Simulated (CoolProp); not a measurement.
Decamethyltetrasiloxane (MD2M) along the isobar 4.4 MPa: fugacity coefficient from the reference equation and from simpler models built on Tc = 326.2 °C, pc = 1.144 MPa, ω = 0.635; each cubic takes its own stable root.

The numbers come from the reference Helmholtz-energy equation of state, Thol 2017 in CoolProp.

```tsv
T (°C)	phase	reference
158.15	liquid	0.01416
163.75	liquid	0.01657
169.45	liquid	0.01933
175.05	liquid	0.02236
180.75	liquid	0.02579
186.35	liquid	0.02953
192.05	liquid	0.03372
197.65	liquid	0.03824
203.35	liquid	0.04326
208.95	liquid	0.04862
214.65	liquid	0.05453
220.25	liquid	0.06079
225.95	liquid	0.06764
```

Task: How far does each simpler model (Soave-Redlich-Kwong, Peng-Robinson) lie from the reference over these 13 states: mean and median of the absolute difference, and the worst?

Result: 
- Soave-Redlich-Kwong: mean 5.4 %, median 5.4 %, worst +5.6 % at 225.95 °C and 4.4 MPa
- Peng-Robinson: mean 1.2 %, median 1.2 %, worst -2.0 % at 225.95 °C and 4.4 MPa
